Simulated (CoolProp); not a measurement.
Vapour-liquid equilibrium of carbon dioxide (1) + R134a (2) at 868 kPa; x and y are mole fractions of (1).

Computed with CoolProp (multi-fluid Helmholtz-energy mixture model, Span 1996 and Tillner-Roth 1994; pair parameters Bell 2016).

Task: Give the bubble temperature and the first vapour's composition at x = 0.65, 0.75, 0.85. Is there an azeotrope?

Result: x = 0.65: -32.4 °C, y = 0.961; x = 0.75: -36.2 °C, y = 0.976; x = 0.85: -39.5 °C, y = 0.987. No azeotrope shows between x = 0.05 and 0.95.

Pair parameters are fitted to limited data, so mixtures are less certain than the pure fluids.
